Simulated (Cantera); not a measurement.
An isothermal, constant-pressure homogeneous reactor starts with NO : N2 = 1 : 2.5 (molar parts), at 1725 K and 12000 Pa.

Computed with Cantera and GRI-Mech 3.0 (53 species, 325 reactions).

x: mole fraction; the columns are a selection and need not sum to one.

```csv
t (s),x NO,x O,x N2,x N2O,x NO2,x O2
5.00e-5,0.286,5.55e-8,0.714,5.62e-8,8.04e-10,1.55e-11
0.000145,0.286,1.56e-7,0.714,1.62e-7,6.60e-9,1.28e-10
0.000419,0.286,4.22e-7,0.714,4.67e-7,5.19e-8,1.03e-9
0.00121,0.286,1.02e-6,0.714,1.33e-6,3.68e-7,8.04e-9
0.00351,0.286,2.07e-6,0.714,3.71e-6,2.07e-6,6.55e-8
0.0102,0.286,4.06e-6,0.714,9.58e-6,8.34e-6,6.99e-7
0.0294,0.286,7.85e-6,0.714,2.04e-5,2.25e-5,9.19e-6
0.0851,0.285,1.00e-5,0.714,2.97e-5,3.08e-5,___
0.246,0.285,1.05e-5,0.715,3.10e-5,3.24e-5,0.000263
0.713,0.284,1.13e-5,0.715,3.07e-5,___,___
2.06,0.281,1.33e-5,0.717,2.98e-5,4.23e-5,0.00248
5.97,0.271,1.77e-5,0.722,2.76e-5,5.71e-5,0.00717
17.3,0.246,2.60e-5,0.734,2.23e-5,7.93e-5,0.0199
50.0,0.187,3.86e-5,0.764,1.26e-5,9.28e-5,0.0491
```

### Question
Fill in the missing entries.

### Answer

- 0.0851, x O2: 6.73e-5
- 0.713, x NO2: 3.53e-5
- 0.713, x O2: 0.000833
